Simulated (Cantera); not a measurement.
**Equilibrium for calcination and drying: MgCO₃ + H₂O + H₂**

Feed: 1 mol MgCO₃, 2.7 mol H₂O, 0.31 mol H₂, held at 1398.15 K and 1.10 bar.

Method: chemical equilibrium by Gibbs-energy minimisation in Cantera with the NASA 1993 tables (ideal gas, pure condensed phases). Candidate condensed phases: C, C₆H₆, C₇H₈, C₈H₁₈, H₂O, Mg, MgCO₃, MgO, Mg(OH)₂; 116 gas species. Kinetics and transport are ignored.

```yaml
x(H₂O): 0.704
x(CO₂): 0.218
x(H₂): 0.0463
x(CO): 0.0310
n(MgO(s)): 1.00 mol
gas_amount: 4.010 mol
log10 activity of C(graphite) (absent): -5.07
log10 activity of Mg(l) (absent): -11.53
```
